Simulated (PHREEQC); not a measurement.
Make-up at 25 °C: 0.04 mol/kgw HF, 0.27 mol/kgw KOH and 0.12 mol/kgw KCl. Closed to the air; pH follows from the charge balance.

Model: ion-association model, phreeqc.dat, run in PHREEQC.

```tsv
quantity	before	after
pH	13.18	13.01
ionic strength (mol/kgw)	0.390	0.400
SI of Sylvite (KCl)	-2.59	-2.60
```

### Question
Which change was made?
(A) 0.036 mol/kgw NH4HSO4 added
(B) KOH left out
(C) temperature from 25 to 10 °C
(D) HF from 0.04 to 0.036 mol/kgw
(E) KOH from 0.27 to 0.405 mol/kgw

### Answer
A, 0.036 mol/kgw NH4HSO4 added

Precipitation was switched off in this run.
